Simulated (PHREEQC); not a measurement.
Dissolve 0.05 mol CdSO4, 0.022 mol KCl and 0.024 mol HCl per kg of water at 60 °C. Closed to the air; pH follows from the charge balance.

Equilibrium calculation in PHREEQC: ion-association model, wateq4f.dat.

Precipitation was switched off in this run.

### Question
What pH, ionic strength does the model give?

### Answer
pH 2.10; ionic strength 0.122 mol/kgw.

### Question
In which forms is Cl present?

### Answer
Cl- 59 %, CdCl+ 36 %, CdCl2 4.9 % of the Cl.

At this temperature some constants are extrapolated from 25 °C, and those without enthalpy data are left unchanged.
